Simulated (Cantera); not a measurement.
A Cantera script and what it prints.

```python
import numpy as np
import cantera as ct

gas_names = """
    B BH BH2 BH3 BN BO BO2 B2 B2O B2O2 B2O3 B3O3H3 H HBO HBO2 HNO HNO2 HNO3 HO2 H2 H2O H2O2 H3B3O6 N NH
    NH2 NH3 NH2OH NO NO2 NO3 N2 N2H2 N2H4 N2O O OH O2 O3
""".split()
cond_names = """
    B(b) B(L) BN(s) B2O3(L) B3O3H3(cr) H2O(s) H2O(L)
""".split()


# ... load() reads the species with a 1 bar reference pressure and builds the phases ...
atoms = {
    'B': {'B': 1},
    'H2O': {'H': 2, 'O': 1},
    'N2': {'N': 2},
}
top_T = {'BN(s)': 3200}  # K; cautious upper limits of use, not melting points


# ... equilibrate(T, P, feed) seeds the gas with the atoms and calls Mixture.equilibrate('TP', solver="vcs", rtol=1e-11, max_steps=5000) ...
results = []
feed = {'B': 1, 'H2O': 1.5, 'N2': 0.28}  # mol
P = 1000  # Pa
for T in [1900, 1975, 2050, 2125, 2200, 2275, 2350]:
    mix = equilibrate(T, P, feed)
    results.append((T, P, feed, dict(zip(mix.species_names, mix.species_moles))))

top = {s: max(r[3][s] / sum(r[3][g] for g in gas_names) for r in results) for s in gas_names}
cols = sorted((s for s in top if top[s] > 0.0001), key=lambda s: -top[s])[:5]
seen = [c for c in cond_names if any(r[3].get(c, 0) > 1e-12 for r in results)]
print("log10 of partial pressures in bar; condensed amounts in mol")
print(f"{'T/K':>10s}" + "".join(f"{s[:9]:>10s}" for s in cols + seen))
for T, P, feed, n in results:
    ng = sum(n[g] for g in gas_names)
    print(f"{T:10.4g}" + "".join(f"{np.log10(max(n[s] / ng * P / 1e5, 1e-99)):10.3f}" for s in cols)
          + "".join(f"{n.get(c, 0):10.4g}" for c in seen))
```

It prints:

```
log10 of partial pressures in bar; condensed amounts in mol
       T/K        H2      B2O3        N2      HBO2         H
      1900    -2.232    -2.854    -2.914    -3.129    -4.217
      1975    -2.239    -2.874    -2.916    -3.106    -3.984
      2050    -2.249    -2.898    -2.919    -3.085    -3.769
      2125    -2.260    -2.928    -2.924    -3.065    -3.570
      2200    -2.276    -2.964    -2.930    -3.048    -3.387
      2275    -2.297    -3.009    -2.939    -3.035    -3.219
      2350    -2.324    -3.065    -2.949    -3.029    -3.066
```

Method: chemical equilibrium by Gibbs-energy minimisation in Cantera with the NASA 1993 tables (ideal gas, pure condensed phases).
